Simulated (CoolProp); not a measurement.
The fluid at 368.58 K and 0.255 MPa is throttled through a valve to 0.135 MPa with no heat exchange. The same conditions are run with several fluids, on thermodynamics alone (safety and materials aside).

Model: reference Helmholtz-energy equation of state of each fluid (oxygen: Schmidt 1985; dimethyl ether: Wu 2011; n-pentane: Thol 2019; R1132(E): Akasaka 2024; R13: Platzer 1990), in CoolProp. The equations of Platzer and Polt are older, rougher fits.

Question: Rank oxygen, dimethyl ether, n-pentane, R1132(E), R13 by temperature change (K), highest first.

Answer: oxygen (-0.2), R13 (-0.8), R1132(E) (-1.1), dimethyl ether (-1.4), n-pentane (-2.2)

```json
[
 {"fluid": "oxygen", "final density (kg/m³)": "1.41"},
 {"fluid": "dimethyl ether", "final density (kg/m³)": "2.06"},
 {"fluid": "n-pentane", "final density (kg/m³)": "3.30"},
 {"fluid": "R1132(E)", "final density (kg/m³)": "2.85"},
 {"fluid": "R13", "final density (kg/m³)": "4.64"}
]
```

Above 300 K oxygen's equation is extrapolated.
